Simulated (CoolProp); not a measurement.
Values from CoolProp's reference Helmholtz-energy equation of state, Thol 2015.

Problem. Give the vapour pressure (bar), liquid cp (kJ/(kg K)), vapour Z of saturated 1,2-dichloroethane at 465.7 K.

Solution. 
```tsv
T (K)	p (bar)	liquid cp (kJ/(kg K))	vapour Z
465.7	12.7	1.58	0.816
```
